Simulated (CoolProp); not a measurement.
Model: reference Helmholtz-energy equation of state, Gao 2016, in CoolProp.

Problem. For sulfur dioxide, give the phase and the Z, Joule-Thomson coefficient (K/MPa), isothermal compressibility (1/MPa), fugacity coefficient at 259.7 K and 4.22 MPa; 259.7 K and 5.07 MPa.

Solution. 
- 259.7 K and 4.22 MPa: liquid; Z 0.0848, Joule-Thomson coefficient -0.276, isothermal compressibility 0.000991, fugacity coefficient 0.0218
- 259.7 K and 5.07 MPa: liquid; Z 0.102, Joule-Thomson coefficient -0.277, isothermal compressibility 0.000983, fugacity coefficient 0.0184
